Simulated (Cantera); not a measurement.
A closed system holds: 1 mol SiCl4, 2.3 mol HCl, 33 mol H2, equilibrated at 1475 K and 0.00133 bar.

Equilibrium computed with Cantera from the NASA thermochemical tables; the gas is ideal and each condensed phase is pure. Candidate condensed phases: Si; 19 gas species. The tables' values for SiCl3 are old estimates; treat these amounts as uncertain. Equilibrium is a limit: real reactors are often held back by kinetics, nucleation or transport.

Base state: H2 0.858, HCl 0.115, SiCl2 0.0264, SiCl3 0.000351, H 0.000329, Cl 3.57e-5, SiCl4 1.59e-5, SiHCl3 1.12e-5 (mole fractions); condensed: gas only.

Question: What changes in the equilibrium state with this change: SiCl4 replaced by SiH4?

Answer: 
```tsv
species	before	after
H2	0.858	0.945
HCl	0.115	0.0469
SiCl2	0.0264	0.00732
SiCl4	1.59e-5	6.64e-7
SiCl3	0.000351	3.78e-5
Si(s), mol	0	0.725
```
